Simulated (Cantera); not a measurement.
Feed: 1 mol FeS, 17 mol H2, equilibrated at 0.100 bar.

Method: chemical equilibrium by Gibbs-energy minimisation in Cantera with the NASA 1993 tables (ideal gas, pure condensed phases). Candidate condensed phases: Fe, FeS, FeS2, S; 8 gas species. Mutual solubility and eutectic melting of coexisting phases are not modelled. FeS: taken at fixed stoichiometry. Equilibrium is a limit: real reactors are often held back by kinetics, nucleation or transport.

log p: log10 of the partial pressure in bar; n: condensed amount in mol.

| T (K) | log p H2 | log p H2S | log p SH | log p H | log p S2 | log p S | n Fe(α) | n FeS(s) | n Fe(γ) |
|---|---|---|---|---|---|---|---|---|---|
| 848 | -1.00 | -4.57 | -10.83 | -11.22 | <-13 | <-13 | 0.00457 | 0.995 | 0 |
| 898 | -1.00 | -4.35 | -10.04 | -10.46 | -12.02 | <-13 | 0.00766 | 0.992 | 0 |
| 948 | -1.00 | ? | ? | ? | ? | <-13 | ? | 0.988 | 0 |
| 998 | -1.00 | -3.97 | -8.70 | -9.17 | -10.22 | <-13 | 0.0184 | 0.982 | 0 |
| 1048 | -1.00 | -3.80 | -8.13 | -8.61 | -9.44 | -12.36 | 0.0269 | 0.973 | 0 |
| 1098 | -1.00 | -3.65 | -7.60 | -8.11 | -8.72 | -11.51 | 0.0382 | 0.962 | 0 |
| 1148 | -1.00 | ? | ? | ? | ? | ? | ? | 0.947 | 0 |
| 1198 | -1.00 | -3.38 | -6.68 | -7.22 | -7.47 | -10.03 | 0 | 0.929 | 0.0708 |
| 1248 | -1.00 | -3.26 | -6.27 | -6.83 | -6.92 | -9.37 | 0 | 0.907 | 0.0929 |

Question: Complete the blanks.

Answer: 
- 1148, log p H2S: -3.51
- 1148, log p SH: -7.12
- 1148, log p H: -7.65
- 1148, log p S2: -8.07
- 1148, log p S: -10.74
- 1148, n Fe(α): 0.0527
- 948, log p H2S: -4.15
- 948, log p SH: -9.34
- 948, log p H: -9.78
- 948, log p S2: -11.07
- 948, n Fe(α): 0.0121
